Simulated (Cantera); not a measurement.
Ignition delay

Mixture: CH₄ : H₂ : O₂ : N₂ = 1 : 1.3 : 5.64 : 21.2 (molar parts), at 10.0 bar, adiabatic and at constant volume. Ignition delay is the time to a rise of 400 K.

Computed with Cantera and GRI-Mech 3.0 (53 species, 325 reactions).

```tsv
T0 (K)	delay (ms)
1198	0.204
1248	0.0946
1298	0.0526
1348	0.0327
1398	0.0219
1448	0.0154
1498	0.0113
```

The apparent activation energy between 1398 and 1498 K is 120 kJ/mol.
